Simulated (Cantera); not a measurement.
Feed: 1 mol Fe2O3, 3.6 mol H2, 14 mol N2, at 1225 K and 4.20 mbar.

Method: chemical equilibrium by Gibbs-energy minimisation in Cantera with the NASA 1993 tables (ideal gas, pure condensed phases). Candidate condensed phases: Fe, FeO, Fe(OH)2, Fe(OH)3, Fe2O3, Fe3O4, H2O; 27 gas species. The tables' stoichiometric FeO is somewhat more stable than real wüstite, so its field is too wide. FeO: taken at fixed stoichiometry. Kinetics and transport are ignored.

Problem. What is the equilibrium state?

Solution. 
| Item | Value |
|---|---|
| x(N2) | 0.795 |
| x(H2) | 0.148 |
| x(H2O) | 0.0568 |
| x(H) | 1.85e-6 |
| n(FeO(s)) | 2.00 mol |
| gas amount | 17.60 mol |
| log10 activity of Fe(γ) (absent) | -0.12 |
| log10 activity of Fe(OH)2(s) (absent) | -8.88 |
| log10 activity of Fe(OH)3(s) (absent) | -15.72 |
